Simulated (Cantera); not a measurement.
A Cantera script and what it prints.

```python
import numpy as np
import cantera as ct

gas_names = """
    C CH CH2 CH3 CH4 C2 C2H C2H2,acetylene C2H2,vinylidene C2H3,vinyl C2H4 C2H5 C2H6 C3 C3H3,propargyl
    C3H4,allene C3H4,propyne C3H4,cyclo- C3H5,allyl C3H6,propylene C3H6,cyclo- C3H7,n-propyl
    C3H7,i-propyl C3H8 C4 C4H2 C4H4,1,3-cyclo- C4H6,butadiene C4H6,2-butyne C4H6,cyclo- C4H8,1-butene
    C4H8,cis2-buten C4H8,tr2-butene C4H8,isobutene C4H8,cyclo- C4H9,n-butyl C4H9,i-butyl C4H9,s-butyl
    C4H9,t-butyl C4H10,isobutane C4H10,n-butane C5 C5H6,1,3cyclo- C5H8,cyclo- C5H10,1-pentene
    C5H10,cyclo- C5H11,pentyl C5H11,t-pentyl C5H12,n-pentane C5H12,i-pentane CH3C(CH3)2CH3 C6H2
    C6H5,phenyl C6H6 C6H10,cyclo- C6H12,1-hexene C6H12,cyclo- C6H13,n-hexyl C7H7,benzyl C7H8
    C7H14,1-heptene C7H15,n-heptyl C7H16,n-heptane C8H8,styrene C8H10,ethylbenz C8H16,1-octene
    C8H17,n-octyl C8H18,isooctane C8H18,n-octane C9H19,n-nonyl C10H8,naphthale C10H21,n-decyl
    C12H9,o-bipheny C12H10,bipheny H H2 Si SiC SiC2 SiC4H12 SiH SiH2 SiH3 SiH4 Si2 Si2C Si3
""".split()
cond_names = """
    C(gr) C6H6(L) C7H8(L) C8H18(L),n-octa Si(cr) Si(L) SiC(b)
""".split()


def load(file, names, dense=False):
    # The tables refer to 1 bar. Condensed volumes are neglected.
    table = {s.name: s for s in ct.Species.list_from_file(file)}
    out = []
    for n in names:
        d = dict(table[n].input_data)
        d["thermo"] = dict(d["thermo"], **{"reference-pressure": 1e5})
        if dense:
            d["equation-of-state"] = {"model": "constant-volume", "density": "1e6 g/cm^3"}
        out.append(ct.Species.from_dict(d))
    return out


gas = ct.Solution(thermo="ideal-gas", species=load("nasa_gas.yaml", gas_names))
cond = {s.name: ct.Solution(thermo="fixed-stoichiometry", species=[s], name=s.name)
        for s in load("nasa_condensed.yaml", cond_names, dense=True)}
atoms = {
    'CH3SiH3': {'C': 1, 'H': 6, 'Si': 1},
    'H2': {'H': 2},
}
top_T = {'C(gr)': 4500, 'SiC(b)': 3050}  # K; cautious upper limits of use, not melting points


def equilibrate(T, P, feed):
    n = {}
    for name, mol in feed.items():
        for a, k in atoms[name].items():
            n[a] = n.get(a, 0.0) + k * mol
    gas.TPX = T, P, n
    mass = sum(n.values()) * gas.mean_molecular_weight
    gas.equilibrate("TP")
    valid = [c for c in cond.values() if c.min_temp <= T <= top_T.get(c.name, c.max_temp)]
    mix = ct.Mixture([(gas, mass / gas.mean_molecular_weight)] + [(c, 0.0) for c in valid])
    mix.T, mix.P = T, P
    mix.equilibrate("TP", solver="vcs", rtol=1e-11, max_steps=5000)
    return mix


results = []
feed = {'CH3SiH3': 1, 'H2': 4.5}  # mol
T = 1500  # K
P = 110  # Pa
mix = equilibrate(T, P, feed)
results.append((T, P, feed, dict(zip(mix.species_names, mix.species_moles))))
print(gas.report(threshold=1e-06))
for i in range(1, mix.n_phases):
    print(f"{mix.phase(i).name:16s} {mix.phase_moles(i):12.5e} mol")
```

Result:

```
       temperature   1500 K
          pressure   110 Pa
           density   1.7777e-05 kg/m^3
  mean mol. weight   2.0155 kg/kmol
   phase of matter   gas

                          1 kg             1 kmol
                     ---------------   ---------------
          enthalpy        1.8082e+07        3.6444e+07  J
   internal energy        1.1894e+07        2.3972e+07  J
           entropy        1.1687e+05        2.3556e+05  J/K
    Gibbs function       -1.5723e+08       -3.1689e+08  J
 heat capacity c_p             16052             32353  J/K
 heat capacity c_v             11927             24038  J/K

                      mass frac. Y      mole frac. X     chem. pot. / RT
                     ---------------   ---------------   ---------------
                 H        0.00026537         0.0005306           -12.708
                H2           0.99972           0.99947           -25.416
     [  +85 minor]        1.4499e-05        1.2018e-06

C(gr)             0.00000e+00 mol
Si(cr)            0.00000e+00 mol
SiC(b)            9.99995e-01 mol
```

Equilibrium computed with Cantera from the NASA thermochemical tables; the gas is ideal and each condensed phase is pure. The feed counts by its element totals alone.
